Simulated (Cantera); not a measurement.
Input: 1 mol SiCl4, 1100 mol H2, at 0.00133 bar.

Cantera equilibrium calculation (NASA polynomials, part measured and part estimated; ideal gas, pure solids and liquids). Candidate condensed phases: Si; 19 gas species. Rates play no part. All values below are at 1250 K.

Base state: H2 0.996, HCl 0.00357, SiCl2 3.21e-5, H 1.32e-5 (mole fractions); condensed: Si(s).

What changes in the equilibrium state with this change: SiCl4 replaced by SiH2Cl2?


```tsv
species	before	after
H2	0.996	0.998
HCl	0.00357	0.00180
H	1.32e-5	1.32e-5
SiCl2	3.21e-5	8.15e-6
Si(s), mol	0.964	0.991
```
